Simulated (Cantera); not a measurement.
Feed: 1 mol Al₂O₃, 0.29 mol O₂, at 2673 K and 1.10 bar.

Equilibrium computed with Cantera from the NASA thermochemical tables; the gas is ideal and each condensed phase is pure. Candidate condensed phases: Al, Al₂O₃; 9 gas species. Rates play no part.

What is the equilibrium state?

x(O₂): 0.970
x(O): 0.0302
x(AlO): 1.05e-6
n(Al₂O₃(l)): 1.00 mol
gas amount: 0.2944 mol
log10 activity of Al(l) (absent): -8.18
